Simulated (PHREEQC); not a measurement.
Dissolve 0.29 mol/kgw ZnSO4, 0.00015 mol/kgw NaOH and 0.0063 mol/kgw FeSO4 at 25 °C. It is in equilibrium with CO2 at log p = 0 (atm). Otherwise closed; pH follows from the charge balance.

Model: ion-association model, phreeqc.dat, run in PHREEQC.

Q: The ionic strength comes out as 0.564 mol/kgw. What activity coefficients do ZnHCO3+, HCO3-, FeHSO4+, NaSO4-, SO4-2 get?

A: ZnHCO3+ 0.74, HCO3- 0.69, FeHSO4+ 0.74, NaSO4- 0.69, SO4-2 0.20.

Precipitation was switched off in this run. Complexes and solids missing from the database can't appear.
